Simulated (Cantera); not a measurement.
# Thermodynamics of sublimation and decomposition of ceramics, feed MgO + C + H₂

Input: 1 mol MgO, a varied amount of C, 0.74 mol H₂, at 1425 K and 10.0 Torr.

Equilibrium computed with Cantera from the NASA thermochemical tables; the gas is ideal and each condensed phase is pure. Candidate condensed phases: C, C₆H₆, C₇H₈, C₈H₁₈, H₂O, Mg, MgCO₃, MgO, Mg(OH)₂; 116 gas species. The tables' values for MgH are old estimates; treat these amounts as uncertain. Equilibrium is a limit: real reactors are often held back by kinetics, nucleation or transport.

At 0.0097 mol C the condensed part is MgO(s). From 0.012 mol C to 0.062 mol C the condensed part is C(graphite) + MgO(s). The main Mg-bearing gas is Mg throughout.

```csv
n(C) (mol),x H₂,x CO,x Mg,x H,x CH₄,x MgH,n MgO(s),n C(graphite)
0.0097,0.974,0.0127,0.0127,5.83e-5,3.22e-5,1.38e-5,0.990,0
0.012,0.969,0.0155,0.0155,5.82e-5,4.72e-5,1.67e-5,0.988,0.000114
0.015,0.969,0.0155,0.0155,5.82e-5,4.72e-5,1.67e-5,0.988,0.00311
0.019,0.969,0.0155,0.0155,5.82e-5,4.72e-5,1.67e-5,0.988,0.00711
0.025,0.969,0.0155,0.0155,5.82e-5,4.72e-5,1.67e-5,0.988,0.0131
0.031,0.969,0.0155,0.0155,5.82e-5,4.72e-5,1.67e-5,0.988,0.0191
0.039,0.969,0.0155,0.0155,5.82e-5,4.72e-5,1.67e-5,0.988,0.0271
0.049,0.969,0.0155,0.0155,5.82e-5,4.72e-5,1.67e-5,0.988,0.0371
0.062,0.969,0.0155,0.0155,5.82e-5,4.72e-5,1.67e-5,0.988,0.0501
```
x: gas mole fraction; n: condensed amount in mol.
